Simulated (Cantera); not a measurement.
Cantera with NASA thermochemical tables; ideal gases at 1 bar, condensed phases pure. Values are per mole of reaction as written; species without (g) are pure solids or liquids, kept so even where they would boil at 1 bar.

10 PH3(g) + 10 NO(g) → P4O10 + 10 NH3(g) + 3 P2(g)

```tsv
T (K)	ΔH° (kJ)	ΔS° (J/K)	ΔG° (kJ)	log10 K
300	[?]	[?]	[?]	[?]
373	[?]	[?]	[?]	[?]
398	[?]	[?]	[?]	[?]
423	-4003.3	-1394.2	-3413.6	421.52
448	-4002.3	-1391.9	-3378.8	393.94
473	-4001.2	-1389.5	-3344.0	369.28
498	-3999.9	-1386.8	-3309.3	347.10
523	-3998.5	-1384.1	-3274.7	327.05
548	-3997.0	-1381.2	-3240.1	308.83
```

Problem. What belongs in the gaps?

Solution. 
- 300, ΔH° (kJ): -4005.4
- 300, ΔS° (J/K): -1399.5
- 300, ΔG° (kJ): -3585.5
- 300, log10 K: 624.28
- 373, ΔH° (kJ): -4004.7
- 373, ΔS° (J/K): -1397.7
- 373, ΔG° (kJ): -3483.4
- 373, log10 K: 487.80
- 398, ΔH° (kJ): -4004.1
- 398, ΔS° (J/K): -1396.1
- 398, ΔG° (kJ): -3448.5
- 398, log10 K: 452.58
